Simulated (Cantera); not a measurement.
An isothermal, constant-pressure homogeneous reactor starts with H2 : O2 = 0.096 : 1 (molar parts), at 1025 K and 5.93 Torr.

Model: the H2/O2 subset of GRI-Mech 3.0, which has no nitrogen chemistry, integrated in Cantera. Radical loss at walls, strong at low pressure, is not modelled. The temperature is held fixed by assumption; the heat of reaction is taken as removed at once.

x: mole fraction; the columns are a selection and need not sum to one.

```
t (s)         x H2   x O2      x OH    x H2O2     x HO2
--------  --------  -----  --------  --------  --------
4.00e-5     0.0876  0.912  2.99e-12    <1e-12  3.58e-11
0.000113    0.0876  0.912  1.82e-11    <1e-12  1.01e-10
0.000317    0.0876  0.912  9.58e-11    <1e-12  2.85e-10
0.000894    0.0876  0.912  7.83e-10    <1e-12  8.16e-10
0.00252     0.0876  0.912   7.50e-8  2.49e-12       [?]
0.00710     0.0512  0.891   0.00393   2.04e-7       [?]
0.0200     0.00186  0.874   0.00250   8.11e-8       [?]
0.0563    0.000717  0.896   0.00152   9.79e-8       [?]
0.159     0.000119  0.906  0.000599   9.51e-8       [?]
0.447      1.39e-5  0.908  0.000206   6.05e-8       [?]
1.26       1.87e-6  0.908   7.82e-5   2.79e-8       [?]
3.55       3.37e-7  0.908   3.42e-5   1.15e-8       [?]
10.0       7.80e-8  0.908   1.67e-5   4.59e-9       [?]
```

**Question.** Complete the blanks.

**Answer.** 
- 0.00252, x HO2: 4.02e-9
- 0.00710, x HO2: 4.12e-6
- 0.0200, x HO2: 5.20e-6
- 0.0563, x HO2: 4.57e-6
- 0.159, x HO2: 2.55e-6
- 0.447, x HO2: 7.90e-7
- 1.26, x HO2: 1.80e-7
- 3.55, x HO2: 4.19e-8
- 10.0, x HO2: 1.11e-8
